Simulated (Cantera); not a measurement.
Cantera with NASA thermochemical tables; ideal gases at 1 bar, condensed phases pure. Values are per mole of reaction as written; species without (g) are pure solids or liquids, kept so even where they would boil at 1 bar.

9 Cl₂(g) + 3 Al₂O(g) = O₃(g) + 6 AlCl₃

| T (K) | ΔH° (kJ) | ΔS° (J/K) | ΔG° (kJ) | log10 K | condensed phases |
|---|---|---|---|---|---|
| 423 | -3638.2 | -1819.2 | -2868.7 | 354.23 | AlCl₃(s) |
| 448 | -3633.8 | -1809.1 | -2823.3 | 329.18 | AlCl₃(s) |
| 473 | ? | ? | ? | ? | AlCl₃(l) |
| 498 | -3408.4 | -1325.8 | -2748.2 | 288.25 | AlCl₃(l) |
| 523 | -3400.8 | -1310.9 | -2715.2 | 271.18 | AlCl₃(l) |
| 548 | -3393.3 | -1296.8 | -2682.6 | 255.70 | AlCl₃(l) |
| 573 | ? | ? | ? | ? | AlCl₃(l) |

Question: Some entries are withheld; supply them.

Answer: 
- 473, ΔH° (kJ): -3416.1
- 473, ΔS° (J/K): -1341.6
- 473, ΔG° (kJ): -2781.5
- 473, log10 K: 307.17
- 573, ΔH° (kJ): -3385.7
- 573, ΔS° (J/K): -1283.3
- 573, ΔG° (kJ): -2650.4
- 573, log10 K: 241.60
